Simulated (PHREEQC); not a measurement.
Consider water at 20 °C with 0.0084 mol H3PO4, 0.26 mol H2SO4 and 0.00065 mol H4SiO4 per kg of water. Closed to the air; pH follows from the charge balance.

The numbers come from PHREEQC with the ion-association model, phreeqc.dat.

Precipitation was switched off in this run.

Task: What pH, ionic strength does the model give?

Result: pH 0.64; ionic strength 0.328 mol/kgw.

Task: In which forms is P present?

Result: H3PO4 95 %, H2PO4- 4.5 % of the P.

Examples of supersaturated solids here: Quartz (slow to form), Chalcedony (slow to form). Others may be too.
